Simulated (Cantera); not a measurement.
An isothermal, constant-pressure homogeneous reactor starts with NH₃ : N₂ = 1 : 0.68 (molar parts), at 2250 K and 10.00 Torr. Integrator tolerance rtol = 1e-08.

Detailed kinetics in Cantera: the gas-phase N/H chemistry of the illustrative SiF4/NH3 mechanism in the Surface Chemkin manual (1991). Walls and surfaces, which speed up NH3 decomposition in real reactors, are not modelled.

Task: What does this change do: temperature 2250 to 1550 K?

Result: 
```tsv
quantity	before	after
x(NH₃) at 100 s	4.60e-8 (gas-phase equilibrium 4.60e-8)	0.385 (gas-phase equilibrium 1.96e-7)
x(N) at 100 s	1.26e-7 (gas-phase equilibrium 1.26e-7)	2.29e-8 (gas-phase equilibrium 1.20e-12)
x(NH₂) at 100 s	1.29e-8 (gas-phase equilibrium 1.29e-8)	7.48e-5 (gas-phase equilibrium 1.65e-10)
x(N₂H₄) at 100 s	<1e-12 (gas-phase equilibrium <1e-12)	4.06e-9 (gas-phase equilibrium <1e-12)
x(N₂) at 100 s	0.430 (gas-phase equilibrium 0.430)	0.417 (gas-phase equilibrium 0.440)
x(H₂) at 100 s	0.523 (gas-phase equilibrium 0.523)	0.198 (gas-phase equilibrium 0.560)
x(NH) at 100 s	2.70e-8 (gas-phase equilibrium 2.70e-8)	4.96e-7 (gas-phase equilibrium 5.10e-12)
```
